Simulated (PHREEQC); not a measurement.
Solution (25 °C): 0.1 mmol/kgw Ca(OH)2, 140 mmol/kgw K2HPO4 and 3.1 mmol/kgw Na2S. Closed to the air; pH follows from the charge balance.

Computed with PHREEQC (ion-association model, phreeqc.dat).

Each row changes one thing in this solution. This is a speciation only: nothing precipitates in the calculation.

| case | pH | ionic strength (mol/kgw) | K+ (mol/kgw) | HPO4-2 (mol/kgw) | KHPO4- (mol/kgw) | PO4-3 (mol/kgw) |
|---|---|---|---|---|---|---|
| as made | 9.81 | 0.404 | 0.266 | 0.122 | 0.0138 | 0.00320 |
| Na2S from 0.0031 to 0.00155 mol/kgw | 9.55 | 0.398 | 0.266 | 0.124 | 0.0140 | 0.00179 |
| Ca(OH)2 left out | ___ | 0.404 | 0.266 | 0.123 | 0.0138 | 0.00310 |
| diluted 5-fold with water | 10.07 | 0.0840 | 0.0549 | 0.0263 | 0.00109 | 0.000506 |
| Na2S from 0.0031 to 0.0155 mol/kgw | 10.49 | 0.454 | 0.268 | 0.111 | 0.0121 | 0.0150 |
| Ca(OH)2 replaced by CaBr2 at the same molality | 9.78 | 0.404 | 0.266 | 0.123 | 0.0138 | 0.00302 |
| Na2S left out | ___ | 0.392 | 0.266 | 0.125 | 0.0142 | 0.000629 |

Problem. What belongs in the gaps?

Solution. 
- Ca(OH)2 left out, pH: 9.79
- Na2S left out, pH: 9.10

Some of these states are supersaturated (in Hydroxyapatite, for instance).
